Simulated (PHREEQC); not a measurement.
Dissolve 10 mmol/kgw HF and 0.13 mmol/kgw (CH3)4NF at 40 °C. Closed to the air; pH follows from the charge balance.

Equilibrium calculation in PHREEQC: ion-association model, phreeqc.dat.

Each row changes one thing in this solution. Precipitation was switched off in this run.

| case | pH | ionic strength (mol/kgw) | HF (mol/kgw) | F- (mol/kgw) | HF2- (mol/kgw) |
|---|---|---|---|---|---|
| as made | 2.71 | 0.00220 | 0.00786 | 0.00213 | 7.02e-5 |
| (CH3)4NF from 0.00013 to 0.00065 mol/kgw | 2.75 | [?] | 0.00805 | [?] | 8.23e-5 |
| HF left out | 6.82 | 0.000130 | 3.89e-8 | 0.000130 | 2.12e-11 |
| (CH3)4NF from 0.00013 to 1.3e-05 mol/kgw | 2.69 | 0.00213 | 0.00781 | 0.00206 | 6.77e-5 |
| HF from 0.01 to 0.015 mol/kgw | 2.60 | 0.00277 | 0.0122 | 0.00263 | 0.000135 |
| (CH3)4NF left out | 2.69 | 0.00212 | 0.00781 | 0.00206 | 6.74e-5 |
| temperature from 40 to 35 °C | 2.69 | 0.00229 | 0.00777 | 0.00222 | 7.06e-5 |
| diluted 100-fold with water | 4.07 | 8.69e-5 | 1.44e-5 | 8.69e-5 | [?] |
| temperature from 40 to 50 °C | 2.74 | 0.00202 | 0.00804 | 0.00196 | 6.82e-5 |

**Question.** What belongs in the gaps?

**Answer.** 
- (CH3)4NF from 0.00013 to 0.00065 mol/kgw, ionic strength (mol/kgw): 0.00252
- (CH3)4NF from 0.00013 to 0.00065 mol/kgw, F- (mol/kgw): 0.00243
- diluted 100-fold with water, HF2- (mol/kgw): 5.25e-9

(CH3)4N+ isn't in the database: it is added as a free cation with an ion size of 4 Å. Away from 25 °C the constants follow the database's enthalpies or fits; those with neither stay at their 25 °C values.
